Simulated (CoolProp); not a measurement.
Propylene at 293.15 K and 0.219 MPa flows at 0.1 m/s in a round tube of 10 mm bore and 45 µm roughness, fully developed (64/Re and Nu = 3.66 if laminar; Colebrook and Gnielinski if turbulent). Each further row changes one setting.

The numbers come from the reference Helmholtz-energy equation of state, Lemmon 2013 in CoolProp.

```csv
case,Reynolds number,Darcy friction factor,pressure drop (Pa/m),heat-transfer coefficient (W/(m² K)),mass flow (kg/h)
as stated,465,0.138,0.269,6.10,0.111
velocity 0.2 m/s,931,0.0688,0.538,6.10,0.221
diameter 20 mm,931,0.0688,0.0672,3.05,0.442
```

Viscosity comes from a separate model (Huber 2003), an estimate that may be off by 10 % or more. Thermal conductivity comes from a separate model (Huber 2003), an estimate that may be off by 10 % or more.
